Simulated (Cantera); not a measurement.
A Cantera script and what it prints.

```python
import numpy as np
import cantera as ct

gas_names = """
    F Mg HF H2
""".split()
cond_names = """
    MgF2(s) MgF2(L)
""".split()


# ... load() reads the species with a 1 bar reference pressure and builds the phases ...
species = {s.name: s for s in load("nasa_gas.yaml", gas_names) + load("nasa_condensed.yaml", cond_names)}
# Each term lists the table entries of one substance; the one whose range holds T is used.
reactions = {
    'MgF2 = 2 F(g) + Mg(g)':
        [(-1, ['MgF2(s)', 'MgF2(L)']), (2, ['F']), (1, ['Mg'])],
    'Mg(g) + 2 HF(g) = H2(g) + MgF2':
        [(-1, ['Mg']), (-2, ['HF']), (1, ['H2']), (1, ['MgF2(s)', 'MgF2(L)'])],
}


def pick(names, T):
    return next(species[n] for n in names if species[n].thermo.min_temp <= T <= species[n].thermo.max_temp)


results = []
for label, terms in reactions.items():
    print(label)
    print("     T/K   dH/kJ  dS/(J/K)   dG/kJ   log10 K")
    for T in [1573, 1598, 1623, 1648, 1673, 1698, 1723, 1748, 1773, 1798]:
        used = [(nu, pick(names, T)) for nu, names in terms]
        dH = sum(nu * s.thermo.h(T) for nu, s in used) / 1e6
        dS = sum(nu * s.thermo.s(T) for nu, s in used) / 1e3
        dG = dH - T * dS / 1e3
        logK = -dG * 1e6 / (ct.gas_constant * T * np.log(10))
        results.append((label, T, dH, dS, dG, logK, [s.name for _, s in used]))
        print(f"{T:8g} {dH:8.1f} {dS:8.1f} {dG:8.1f} {logK:8.2f}")
```

Output:

```
MgF2 = 2 F(g) + Mg(g)
     T/K   dH/kJ  dS/(J/K)   dG/kJ   log10 K
    1573   1352.8    351.9    799.3   -26.54
    1598   1352.0    351.4    790.5   -25.84
    1623   1351.2    350.9    781.7   -25.16
    1648   1350.4    350.4    772.9   -24.50
    1673   1349.6    349.9    764.2   -23.86
    1698   1348.8    349.4    755.5   -23.24
    1723   1348.0    348.9    746.7   -22.64
    1748   1347.2    348.5    738.0   -22.05
    1773   1346.3    348.0    729.3   -21.49
    1798   1345.5    347.6    720.6   -20.93
Mg(g) + 2 HF(g) = H2(g) + MgF2
     T/K   dH/kJ  dS/(J/K)   dG/kJ   log10 K
    1573   -632.6   -228.5   -273.2     9.07
    1598   -631.6   -227.8   -267.5     8.74
    1623   -630.5   -227.2   -261.8     8.43
    1648   -629.5   -226.5   -256.2     8.12
    1673   -628.5   -225.9   -250.5     7.82
    1698   -627.4   -225.3   -244.9     7.53
    1723   -626.4   -224.7   -239.3     7.25
    1748   -625.4   -224.1   -233.6     6.98
    1773   -624.3   -223.5   -228.1     6.72
    1798   -623.3   -222.9   -222.5     6.46
```

Cantera with NASA thermochemical tables; ideal gases at 1 bar, condensed phases pure. Condensed species are held in their standard states even where they would react or evaporate.
